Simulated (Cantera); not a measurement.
Cantera run, input and output.

```python
import numpy as np
import cantera as ct

gas = ct.Solution("gri30.yaml")
gas.TPX = 450, 1000000, {'CO': 1, 'H2': 0.043, 'O2': 0.435, 'N2': 1.63, 'H2O': 0.17}
inlet = ct.Reservoir(gas, clone=True)
gas.equilibrate("HP")  # start burning
reactor = ct.IdealGasConstPressureReactor(gas, energy="on", clone=False)
exhaust = ct.Reservoir(gas, clone=True)
tau = [0.28, 0.097, 0.033, 0.011, 0.0039, 0.0013, 0.00045, 0.00015, 5.2e-05][0]
for a, b in ((inlet, reactor), (reactor, exhaust)):
    ct.MassFlowController(a, b, mdot=lambda t: reactor.mass / tau)
net = ct.ReactorNet([reactor])
show = ['CO', 'H2', 'O2', 'NO2', 'H2O']

rows = []
print(f"{'tau/s':>10s}{'T/K':>9s}" + "".join(f"{s:>11s}" for s in show))
for tau in [0.28, 0.097, 0.033, 0.011, 0.0039, 0.0013, 0.00045, 0.00015, 5.2e-05]:
    net.initial_time = 0.0
    net.advance(30 * tau)
    before = gas.X
    net.advance(40 * tau)
    drift = np.max(np.abs(gas.X - before) / (gas.X + 1e-9))
    rows.append([gas.T, *gas[show].X, drift])
    print(f"{tau:10.3e}{gas.T:9.1f}" + "".join(f"{x:11.3e}" for x in gas[show].X))
```

Result:

```
     tau/s      T/K         CO         H2         O2        NO2        H2O
 2.800e-01   2469.2  6.468e-02  2.627e-03  1.982e-03  5.009e-07  7.082e-02
 9.700e-02   2468.2  6.481e-02  2.633e-03  2.057e-03  5.059e-07  7.079e-02
 3.300e-02   2465.3  6.518e-02  2.650e-03  2.269e-03  5.184e-07  7.070e-02
 1.100e-02   2457.5  6.619e-02  2.696e-03  2.837e-03  5.418e-07  7.047e-02
 3.900e-03   2440.5  6.837e-02  2.798e-03  4.051e-03  5.585e-07  7.001e-02
 1.300e-03   2404.0  7.302e-02  3.022e-03  6.545e-03  5.244e-07  6.908e-02
 4.500e-04   2342.2  8.070e-02  3.405e-03  1.054e-02  4.151e-07  6.764e-02
 1.500e-04   2244.6  9.240e-02  3.982e-03  1.653e-02  2.737e-07  6.554e-02
 5.200e-05   2112.5  1.077e-01  4.603e-03  2.432e-02  1.824e-07  6.312e-02
```

Cantera simulation using GRI-Mech 3.0 (53 species, 325 reactions); the numbers are that mechanism's predictions, not measurements. The hydrogen kinetics of GRI-Mech 3.0 are dated; newer H2 mechanisms differ, most at raised pressure.
